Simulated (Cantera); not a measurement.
Input: 1 mol BN, a varied amount of HCl, at 1448.15 K and 0.000130 bar.

Equilibrium computed with Cantera from the NASA thermochemical tables; the gas is ideal and each condensed phase is pure. Candidate condensed phases: B, BN, NH₄Cl; 21 gas species. The tables' values for BCl₂, BCl are old estimates; treat these amounts as uncertain. Gases not in the tables: BHCl₂. Kinetics and transport are ignored.

### Question
At 28 mol HCl, list the 5 most abundant gas species with their mole fractions, and the condensed phases.

### Answer
HCl 0.890, H₂ 0.0539, BCl₃ 0.0345, N₂ 0.0178, Cl 0.00253. Condensed: gas only.
